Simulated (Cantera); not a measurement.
Cantera run, input and output.

```python
import numpy as np
import cantera as ct

gas = ct.Solution("gri30.yaml")
gas.TPX = 1323, 150000, {'CH4': 0.017, 'O2': 0.054, 'N2': 1}
inlet = ct.Reservoir(gas, clone=True)

reactor = ct.IdealGasConstPressureReactor(gas, energy="off", clone=False)
exhaust = ct.Reservoir(gas, clone=True)
tau = [14, 4.7, 1.6, 0.56, 0.19, 0.066, 0.023, 0.0077][0]
for a, b in ((inlet, reactor), (reactor, exhaust)):
    ct.MassFlowController(a, b, mdot=lambda t: reactor.mass / tau)
net = ct.ReactorNet([reactor])
show = ['CH4', 'O2', 'O', 'N2O', 'NO2', 'H2', 'H2O']

rows = []
print(f"{'tau/s':>10s}{'T/K':>9s}" + "".join(f"{s:>11s}" for s in show))
for tau in [14, 4.7, 1.6, 0.56, 0.19, 0.066, 0.023, 0.0077]:
    net.initial_time = 0.0
    net.advance(30 * tau)
    before = gas.X
    net.advance(40 * tau)
    drift = np.max(np.abs(gas.X - before) / (gas.X + 1e-9))
    rows.append([gas.T, *gas[show].X, drift])
    print(f"{tau:10.3e}{gas.T:9.1f}" + "".join(f"{x:11.3e}" for x in gas[show].X))
```

It prints:

```
     tau/s      T/K        CH4         O2          O        N2O        NO2         H2        H2O
 1.400e+01   1323.0  1.431e-06  1.868e-02  9.823e-07  3.588e-07  1.053e-08  1.313e-06  3.173e-02
 4.700e+00   1323.0  2.939e-06  1.868e-02  1.970e-06  5.974e-07  1.421e-08  2.780e-06  3.172e-02
 1.600e+00   1323.0  6.000e-06  1.870e-02  3.954e-06  8.471e-07  1.508e-08  5.929e-06  3.170e-02
 5.600e-01   1323.0  1.203e-05  1.874e-02  7.820e-06  9.736e-07  1.205e-08  1.258e-05  3.168e-02
 1.900e-01   1323.0  2.453e-05  1.883e-02  1.570e-05  9.238e-07  7.492e-09  2.755e-05  3.162e-02
 6.600e-02   1323.0  4.880e-05  1.901e-02  3.046e-05  7.671e-07  4.279e-09  5.937e-05  3.151e-02
 2.300e-02   1323.0  9.622e-05  1.939e-02  5.654e-05  5.860e-07  2.664e-09  1.267e-04  3.130e-02
 7.700e-03   1323.0  1.980e-04  2.019e-02  9.830e-05  4.119e-07  1.912e-09  2.759e-04  3.087e-02
```

Model: GRI-Mech 3.0 (53 species, 325 reactions), integrated in Cantera. The temperature is held fixed by assumption; the heat of reaction is taken as removed at once.
